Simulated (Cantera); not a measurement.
Ignition delay

Mixture: CO : H₂ : CH₄ : O₂ : N₂ : H₂O = 1 : 0.031 : 0.16 : 1.78 : 6.68 : 0.055 (molar parts), equivalence ratio 0.47, at 0.987 atm, adiabatic and at constant pressure. Ignition delay is the time to a rise of 400 K.

Cantera simulation using GRI-Mech 3.0 (53 species, 325 reactions); the numbers are that mechanism's predictions, not measurements. Where the delays flatten at high temperature, the 400 K rule measures the pace of heat release, not the induction time.

```
T0 (K)  delay (ms)
------  ----------
1025          7.63
1100          3.15
1175          1.58
1250         0.895
1325         0.558
1400         0.376
1475         0.271
1550         0.207
1625         0.166
```

| Property | Result |
|---|---|
| apparent activation energy between 1475 and 1625 K | 65 kJ/mol |
